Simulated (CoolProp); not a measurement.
A simple Rankine cycle with neopentane: condensing at 325.15 K, boiler at 2.32 MPa, turbine inlet 415.8 K, turbine efficiency 0.85, pump efficiency 0.6, no recuperator. Each further row changes one setting.

The numbers come from the reference Helmholtz-energy equation of state, Lemmon 2006 in CoolProp. It is a short technical equation, of lower accuracy than the large ones.

```json
[
 {"case": "as stated", "thermal efficiency (%)": "12.1", "net work (kJ/kg)": "48.6", "heat in (kJ/kg)": "401", "turbine exit temperature (K)": "361.7", "volume ratio over the turbine": "…"},
 {"case": "turbine inlet 435.8 K", "thermal efficiency (%)": "12.0", "net work (kJ/kg)": "55.5", "heat in (kJ/kg)": "463", "turbine exit temperature (K)": "…", "volume ratio over the turbine": "7.52"},
 {"case": "condensing temperature 317.15 K", "thermal efficiency (%)": "13.2", "net work (kJ/kg)": "55.5", "heat in (kJ/kg)": "421", "turbine exit temperature (K)": "357.3", "volume ratio over the turbine": "…"},
 {"case": "boiler pressure 1.62 MPa", "thermal efficiency (%)": "10.4", "net work (kJ/kg)": "45.1", "heat in (kJ/kg)": "…", "turbine exit temperature (K)": "…", "volume ratio over the turbine": "4.86"},
 {"case": "turbine efficiency 0.75", "thermal efficiency (%)": "10.5", "net work (kJ/kg)": "42.2", "heat in (kJ/kg)": "401", "turbine exit temperature (K)": "364.8", "volume ratio over the turbine": "8.64"}
]
```

Question: What belongs in the gaps?

Answer: 
- as stated, volume ratio over the turbine: 8.55
- turbine inlet 435.8 K, turbine exit temperature (K): 387.8
- condensing temperature 317.15 K, volume ratio over the turbine: 10.6
- boiler pressure 1.62 MPa, heat in (kJ/kg): 435
- boiler pressure 1.62 MPa, turbine exit temperature (K): 379.5
